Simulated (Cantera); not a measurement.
Input: 1 mol SiF4, 10 mol H2O, 13 mol H2, 0.3 mol N2O, held at 25.0 Pa.

These are equilibrium values from Cantera (NASA tables, ideal gas, pure condensed phases), not measurements of a reactor. Candidate condensed phases: H2O, Si, SiO2, Si2N2O, Si3N4; 58 gas species. The tables hold silica as quartz up to 1696 K and as liquid above; real silica turns to tridymite and cristobalite and melts near 1996 K. Rates play no part.

Problem. At 1600 K, list the 7 most abundant gas species with their mole fractions, and the condensed phases.

Solution. H2 0.500, H2O 0.328, HF 0.158, N2 0.0118, H 0.00243, SiO 0.000157, OH 6.24e-5. Condensed: SiO2(β-quartz).
